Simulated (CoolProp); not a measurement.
Vapour-liquid equilibrium of R143a (1) + R134a (2) at 241.1 K; x and y are mole fractions of (1).

The numbers come from the multi-fluid Helmholtz-energy mixture model, Lemmon and Jacobsen 2000 and Tillner-Roth 1994; pair parameters Lemmon 2004 in CoolProp.

```tsv
x	bubble pressure (bar)	y at the bubble point	dew pressure at overall composition x (bar)	liquid density (mol/L)
0.05	0.8241	0.116	0.7893	13.66
0.125	0.9135	0.262	0.8292	13.64
0.2	1.003	0.383	0.8734	13.62
0.275	1.093	0.484	0.9225	13.60
0.35	1.184	0.570	0.9774	13.58
0.425	1.274	0.645	1.039	13.56
0.5	1.365	0.710	1.109	13.54
0.575	1.456	0.768	1.189	13.52
0.65	1.547	0.819	1.281	13.49
0.725	1.639	0.864	1.388	13.47
0.8	1.730	0.906	1.513	13.44
0.875	1.823	0.944	1.661	13.42
0.95	1.915	0.978	1.839	13.39
```

No azeotrope shows between x = 0.05 and 0.95.

Pair parameters are fitted to limited data, so mixtures are less certain than the pure fluids.
